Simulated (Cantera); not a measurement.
An adiabatic, constant-volume homogeneous reactor starts with 32.9 % H₂, 10.3 % O₂, 55.6 % N₂, 0.395 % NO, 0.823 % CO₂, at 1700 K and 5.70 bar.

Cantera simulation using GRI-Mech 3.0 (53 species, 325 reactions); the numbers are that mechanism's predictions, not measurements. The hydrogen kinetics of GRI-Mech 3.0 are dated; newer H2 mechanisms differ, most at raised pressure. Above 3000 K some thermodynamic fits are extrapolated.

Task: Predict: time of steepest temperature rise; temperature at 4.00 s; equilibrium temperature; x(H₂) at 4.00 s; x(O₂) at 4.00 s; x(NO) at 4.00 s; x(NO₂) at 4.00 s; x(N₂) at 4.00 s.

Result: 
| Item | Result |
|---|---|
| time of steepest temperature rise | 1.66 µs |
| temperature at 4.00 s | 3096 K |
| equilibrium temperature | 3096 K |
| x(H₂) at 4.00 s | 0.126 (gas-phase equilibrium 0.126) |
| x(O₂) at 4.00 s | 0.00115 (gas-phase equilibrium 0.00115) |
| x(NO) at 4.00 s | 0.00347 (gas-phase equilibrium 0.00347) |
| x(NO₂) at 4.00 s | 4.28e-7 (gas-phase equilibrium 4.28e-7) |
| x(N₂) at 4.00 s | 0.607 (gas-phase equilibrium 0.607) |
